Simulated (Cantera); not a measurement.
Cantera run, input and output.

```python
import numpy as np
import cantera as ct

gas = ct.Solution("gri30.yaml")
gas.TPX = 1000, 100000, {'C2H6': 1, 'N2': 54, 'H2O': 0.33}
reactor = ct.IdealGasConstPressureReactor(gas, energy="off", clone=False)
net = ct.ReactorNet([reactor])
net.rtol, net.atol = 1e-08, 1e-18
show = ['C2H6', 'H2', 'C2H2', 'C2H', 'H', 'CH4']
times = np.geomspace(2e-06, 60, 11)

steps = ct.SolutionArray(gas, extra=["t"])
rows = []
print(f"{'t/s':>10s}{'T/K':>9s}{'P/Pa':>11s}" + "".join(f"{s:>11s}" for s in show))
for t in times:
    while net.time < t:
        t_next = net.step()
        steps.append(gas.state, t=t_next)
    rows.append([np.interp(t, steps.t, y) for y in (steps.T, steps.P, *steps(*show).X.T)])
    print(f"{t:10.3e}{rows[-1][0]:9.1f}{rows[-1][1]:11.4g}" + "".join(f"{x:11.3e}" for x in rows[-1][2:]))
rate = np.gradient(steps.T, steps.t)
print("integrator steps:", len(steps.t))
if steps.T.max() > steps.T[0] + 200:
    print(f"time of steepest temperature rise: {steps.t[rate.argmax()]:.4e} s")
gas.TPX = 1000, 100000, {'C2H6': 1, 'N2': 54, 'H2O': 0.33}
gas.equilibrate("TP")
print(f"equilibrium (TP): T = {gas.T:.1f} K  " + "  ".join(f"{s} {gas[s].X[0]:.3e}" for s in show))
```

It prints:

```
       t/s      T/K       P/Pa       C2H6         H2       C2H2        C2H          H        CH4
 2.000e-06   1000.0      1e+05  1.807e-02  6.886e-15  4.587e-27  3.361e-43  2.237e-14  8.095e-14
 1.119e-05   1000.0      1e+05  1.807e-02  1.502e-13  2.801e-24  5.566e-39  8.987e-14  2.512e-12
 6.258e-05   1000.0      1e+05  1.807e-02  1.130e-11  2.803e-21  9.113e-35  1.878e-12  7.698e-11
 3.501e-04   1000.0      1e+05  1.807e-02  1.882e-09  1.335e-17  7.379e-30  5.526e-11  2.165e-09
 1.958e-03   1000.0      1e+05  1.807e-02  2.261e-07  1.323e-13  1.172e-24  1.053e-09  4.100e-08
 1.095e-02   1000.0      1e+05  1.806e-02  1.228e-05  3.583e-10  2.405e-20  8.215e-09  3.885e-07
 6.128e-02   1000.0      1e+05  1.780e-02  2.632e-04  1.701e-07  2.689e-17  2.150e-08  5.625e-06
 3.428e-01   1000.0      1e+05  1.609e-02  1.912e-03  8.182e-06  8.094e-16  2.240e-08  4.396e-05
 1.917e+00   1000.0      1e+05  9.255e-03  8.561e-03  1.376e-04  5.192e-15  2.199e-08  2.320e-04
 1.073e+01   1000.0      1e+05  1.585e-03  1.626e-02  7.113e-04  8.912e-15  1.213e-08  6.336e-04
 6.000e+01   1000.0      1e+05  6.990e-04  1.735e-02  1.460e-03  1.173e-14  8.178e-09  1.155e-03
integrator steps: 932
equilibrium (TP): T = 1000.0 K  C2H6 1.435e-05  H2 7.225e-03  C2H2 2.002e-04  C2H 9.180e-17  H 1.942e-10  CH4 2.424e-02
```

Cantera simulation using GRI-Mech 3.0 (53 species, 325 reactions); the numbers are that mechanism's predictions, not measurements. GRI-Mech 3.0 stops at C3 and has no aromatics, soot or wall deposition, so with more carbon than oxygen in the feed, carbon stays in small species such as C2H2 where larger ones or solid carbon would form.
